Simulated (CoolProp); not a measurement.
A single-stage vapour-compression cycle with R1224YDZ: evaporating at 260.15 K (dew point), condensing at 320.15 K (bubble point), superheat 0 K, subcooling 5 K, compressor efficiency 0.75, no pressure losses. Each further row changes one setting.

Model: reference Helmholtz-energy equation of state, Akasaka 2023, in CoolProp.

```json
[
 {"case": "as stated", "cooling COP": "2.57", "pressure ratio": "10.1", "discharge temperature (K)": "329.0", "refrigerating effect (kJ/kg)": "120", "volumetric capacity (kJ/m³)": "254"},
 {"case": "evaporating temperature 265.15 K", "cooling COP": "2.93", "pressure ratio": "7.90", "discharge temperature (K)": "327.3", "refrigerating effect (kJ/kg)": "123", "volumetric capacity (kJ/m³)": "326"},
 {"case": "condensing temperature 315.15 K", "cooling COP": "2.89", "pressure ratio": "8.63", "discharge temperature (K)": "324.2", "refrigerating effect (kJ/kg)": "126", "volumetric capacity (kJ/m³)": "266"},
 {"case": "subcooling 10 K", "cooling COP": "2.69", "pressure ratio": "10.1", "discharge temperature (K)": "329.0", "refrigerating effect (kJ/kg)": "126", "volumetric capacity (kJ/m³)": "266"},
 {"case": "superheat 10 K", "cooling COP": "2.61", "pressure ratio": "10.1", "discharge temperature (K)": "339.4", "refrigerating effect (kJ/kg)": "127", "volumetric capacity (kJ/m³)": "258"},
 {"case": "compressor efficiency 0.65", "cooling COP": "2.23", "pressure ratio": "10.1", "discharge temperature (K)": "337.1", "refrigerating effect (kJ/kg)": "120", "volumetric capacity (kJ/m³)": "254"}
]
```
